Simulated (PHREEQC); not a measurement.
**Nickel, zinc or cadmium bath: speciation**

Solution (3.5 °C): 6.6 mmol/kgw ZnSO4 and 0.034 mmol/kgw H2SO4. Closed to the air; pH follows from the charge balance.

All values are PHREEQC results (ion-association model, wateq4f.dat), not measurements.

Each row changes one thing in this solution. No solid was allowed to form.

```tsv
case	pH	ionic strength (mol/kgw)	SO4-2 (mol/kgw)	HSO4- (mol/kgw)
as made	4.29	0.0196	0.00481	1.07e-5
temperature from 3.5 to 10 °C	4.30	0.0193	0.00477	1.16e-5
H2SO4 from 3.4e-05 to 3.06e-05 mol/kgw	4.34	0.0196	0.00481	9.59e-6
diluted 2-fold with water	4.55	0.0107	0.00266	3.49e-6
diluted 5-fold with water	4.92	0.00468	0.00117	7.29e-7
temperature from 3.5 to 15 °C	4.30	0.0192	0.00473	1.25e-5
temperature from 3.5 to 85 °C	4.53	0.0177	0.00437	3.89e-5
ZnSO4 from 0.0066 to 0.00066 mol/kgw	4.20	0.00253	0.000641	2.18e-6
ZnSO4 replaced by MnSO4 at the same molality	4.30	0.0218	0.00546	1.16e-5
```

Complexes and solids missing from the database can't appear. Constants without temperature data keep their 25 °C values here.
